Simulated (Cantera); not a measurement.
A closed system holds: 1 mol V2O5, 59 mol H2, 0.094 mol H2O, held at 1475 °C and 100000 Pa.

These are equilibrium values from Cantera (NASA tables, ideal gas, pure condensed phases), not measurements of a reactor. Candidate condensed phases: H2O, V, VO, V2O3, V2O4, V2O5; 12 gas species. Condensed phases not in the tables: the oxides between V2O3 and V2O5 other than VO2. The numbers say what is thermodynamically allowed, not how fast it happens.

Base state: H2 0.964, H2O 0.0354, H 0.000225 (mole fractions); condensed: V2O3(s).

Q: What changes in the equilibrium state with this change: pressure from 100000 Pa to 51.0 Pa?

A: 
| species | before | after |
|---|---|---|
| H2 | 0.964 | 0.955 |
| H2O | 0.0354 | 0.0350 |
| H | 0.000225 | 0.00990 |
| VO2 | 2.64e-7 | 0.000518 |
| VO | 1.23e-8 | 2.42e-5 |
| OH | 4.82e-7 | 2.12e-5 |
| V2O3(s), mol | 1.000 | 0.984 |

Q: What changes in the equilibrium state with this change: V2O5 replaced by TiO2?

A: 
```tsv
species	before	after
H2	0.964	0.993
H2O	0.0354	0.00723
H	0.000225	0.000228
V2O3(s), mol	1.000	0
Ti3O5(s), mol	0	0.333
```
Further candidate phases: Ti, TiO, TiO2, Ti2O3, Ti3O5, Ti4O7.
